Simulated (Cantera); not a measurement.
Feed: 1 mol Si(CH3)4, 7.2 mol H2, held at 1050 K and 750 Torr.

Method: chemical equilibrium by Gibbs-energy minimisation in Cantera with the NASA 1993 tables (ideal gas, pure condensed phases). Candidate condensed phases: C, C6H6, C7H8, C8H18, Si, SiC; 87 gas species. Kinetics and transport are ignored.

Base state: H2 0.948, CH4 0.0515 (mole fractions); condensed: C(graphite) + SiC(s).

Q: What changes in the equilibrium state with this change: pressure from 750 Torr to 100 Torr?

A: 
```tsv
species	before	after
H2	0.948	0.992
CH4	0.0515	0.00752
C(graphite), mol	2.35	2.90
SiC(s), mol	1.00	1.00
```

Q: What changes in the equilibrium state with this change: temperature from 1050 K to 2125 K?

A: 
| species | before | after |
|---|---|---|
| H2 | 0.948 | 0.994 |
| H | 7.90e-9 | 0.00362 |
| C2H2 (acetylene) | 3.92e-9 | 0.00167 |
| CH4 | 0.0515 | 0.000307 |
| SiH2 | <1e-9 | 1.74e-5 |
| Si | <1e-9 | 1.47e-5 |
| CH3 | 7.64e-9 | 2.17e-5 |
| C(graphite), mol | 2.35 | 2.95 |
| SiC(s), mol | 1.00 | 0.999 |
Gases not in the tables: Si2H6 and higher silanes.

Q: What changes in the equilibrium state with this change: Si(CH3)4 replaced by SiF4?

A: 
```json
[
 {"species": "H2", "before": "0.948", "after": "0.877"},
 {"species": "SiF4", "before": "0", "after": "0.121"},
 {"species": "HF", "before": "0", "after": "0.000714"},
 {"species": "CH4", "before": "0.0515", "after": "0"},
 {"species": "SiHF3", "before": "0", "after": "0.000701"},
 {"species": "C(graphite), mol", "before": "2.35", "after": "0"},
 {"species": "SiC(s), mol", "before": "1.00", "after": "0"}
]
```
